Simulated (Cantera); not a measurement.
Charge: 1 mol SiO2, 8.3 mol Cl2, 26 mol H2, at 93.0 Pa.

Cantera equilibrium calculation (NASA polynomials, part measured and part estimated; ideal gas, pure solids and liquids). Candidate condensed phases: H2O, Si, SiO2; 30 gas species. The tables hold silica as quartz up to 1696 K and as liquid above; real silica turns to tridymite and cristobalite and melts near 1996 K. The numbers say what is thermodynamically allowed, not how fast it happens.

### Question
What share of the Si ends up in condensed phases as a function of T (K), at 623, 723, 823, 923, 1023, 1123, 1223, 1323, 1423, 1523, 1623, 1723, 1823?

### Answer
```tsv
T (K)	Si condensed (%)	as
623	100.0	SiO2(α-quartz)
723	100.0	SiO2(α-quartz)
823	100.0	SiO2(α-quartz)
923	100.0	SiO2(β-quartz)
1023	100.0	SiO2(β-quartz)
1123	100.0	SiO2(β-quartz)
1223	100.0	SiO2(β-quartz)
1323	99.8	SiO2(β-quartz)
1423	99.0	SiO2(β-quartz)
1523	95.4	SiO2(β-quartz)
1623	82.8	SiO2(β-quartz)
1723	45.8	SiO2(condensed)
1823	0.0	-
```
